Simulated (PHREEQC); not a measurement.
Make-up at 47 °C: 0.026 mol/kgw NaOH, 3.8e-05 mol/kgw MnCl2 and 0.45 mol/kgw KBr. Closed to the air; pH follows from the charge balance.

All values are PHREEQC results (ion-association model, phreeqc.dat), not measurements.

Precipitation was switched off in this run.

Task: Order these Mn species by the share of Mn that they hold, largest first: MnOH+, Mn(OH)3-, Mn+2.

Result: MnOH+ (93 %), Mn+2 (5.4 %), Mn(OH)3- (1.4 %)

The pH is 11.56 and the ionic strength 0.476 mol/kgw. Complexes and solids missing from the database can't appear. Away from 25 °C the constants follow the database's enthalpies or fits; those with neither stay at their 25 °C values.
